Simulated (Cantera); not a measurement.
A closed system holds: 1 mol n-butane, 13 mol H2, 13 mol N2, at 2248 K.

Equilibrium computed with Cantera from the NASA thermochemical tables; the gas is ideal and each condensed phase is pure. Candidate condensed phases: C, C6H6, C7H8, C8H18; 92 gas species. The ideal-gas law is rough above about 30 bar. Equilibrium is a limit: real reactors are often held back by kinetics, nucleation or transport.

x: gas mole fraction; n: condensed amount in mol.

```json
[
 {"P (Pa)": "10", "x H2": "0.271", "x N2": "0.333", "x H": "0.383", "x HCN": "0.0105", "x CH4": "?", "n C(graphite)": "3.46"},
 {"P (Pa)": "46", "x H2": "0.401", "x N2": "0.366", "x H": "0.217", "x HCN": "0.0134", "x CH4": "?", "n C(graphite)": "3.39"},
 {"P (Pa)": "220", "x H2": "0.485", "x N2": "0.388", "x H": "0.109", "x HCN": "0.0152", "x CH4": "?", "n C(graphite)": "3.35"},
 {"P (Pa)": "1000", "x H2": "0.528", "x N2": "0.399", "x H": "0.0534", "x HCN": "0.0161", "x CH4": "?", "n C(graphite)": "3.33"},
 {"P (Pa)": "4600", "x H2": "0.550", "x N2": "0.405", "x H": "0.0254", "x HCN": "0.0166", "x CH4": "?", "n C(graphite)": "3.32"},
 {"P (Pa)": "22000", "x H2": "0.560", "x N2": "0.408", "x H": "0.0117", "x HCN": "0.0168", "x CH4": "?", "n C(graphite)": "3.31"},
 {"P (Pa)": "100000", "x H2": "0.565", "x N2": "0.409", "x H": "0.00552", "x HCN": "0.0169", "x CH4": "?", "n C(graphite)": "3.31"},
 {"P (Pa)": "460000", "x H2": "0.567", "x N2": "0.410", "x H": "0.00258", "x HCN": "0.0169", "x CH4": "?", "n C(graphite)": "3.30"},
 {"P (Pa)": "2200000", "x H2": "0.566", "x N2": "0.411", "x H": "0.00118", "x HCN": "0.0169", "x CH4": "?", "n C(graphite)": "3.26"},
 {"P (Pa)": "10000000", "x H2": "0.558", "x N2": "0.413", "x H": "0.000549", "x HCN": "0.0168", "x CH4": "?", "n C(graphite)": "3.07"}
]
```

Problem. Complete the blanks.

Solution. 
- 10, x CH4: 1.75e-9
- 46, x CH4: 1.75e-8
- 220, x CH4: 1.23e-7
- 1000, x CH4: 6.62e-7
- 4600, x CH4: 3.30e-6
- 22000, x CH4: 1.64e-5
- 100000, x CH4: 7.59e-5
- 460000, x CH4: 0.000351
- 2200000, x CH4: 0.00167
- 10000000, x CH4: 0.00739
